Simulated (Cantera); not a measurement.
Feed: 1 mol BN, 7.4 mol NF3, 11 mol H2, 0.17 mol O2, equilibrated at 1552 °C and 10000 Pa.

Equilibrium computed with Cantera from the NASA thermochemical tables; the gas is ideal and each condensed phase is pure. Candidate condensed phases: B, BN, B2O3, B3O3H3, H2O; 62 gas species. The tables' values for BF2 are old estimates; treat these amounts as uncertain. The numbers say what is thermodynamically allowed, not how fast it happens.

Base state: HF 0.754, N2 0.161, H2 0.0406, BF3 0.0303, BOF 0.00808, H2O 0.00494, H 0.000281, BF2 6.11e-5 (mole fractions); condensed: gas only.

**Question.** What changes in the equilibrium state with this change: NF3 from 7.4 to 0.96 mol?

**Answer.** 
```
species   before     after
-------  -------  --------
H2        0.0406     0.798
N2         0.161    0.0736
HF         0.754    0.0519
BOF      0.00808    0.0250
BF3       0.0303    0.0409
BF       1.26e-7  0.000708
HBO      4.79e-7  0.000424
BHF2     7.04e-6   0.00272
```
